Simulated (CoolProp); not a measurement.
Cyclohexane at 298.15 K and 0.00841 MPa is throttled through a valve to 0.00521 MPa with no heat exchange. Each further row changes one setting.

Values from CoolProp's reference Helmholtz-energy equation of state, Zhou 2014.

```tsv
case	temperature change (K)	final density (kg/m³)
as stated	…	…
outlet pressure 0.00156 MPa	…	…
outlet pressure 0.00677 MPa	…	0.231
```

Question: Complete the blanks.

Answer: 
- as stated, temperature change (K): -0.2
- as stated, final density (kg/m³): 0.178
- outlet pressure 0.00156 MPa, temperature change (K): -0.3
- outlet pressure 0.00156 MPa, final density (kg/m³): 0.0531
- outlet pressure 0.00677 MPa, temperature change (K): -0.1
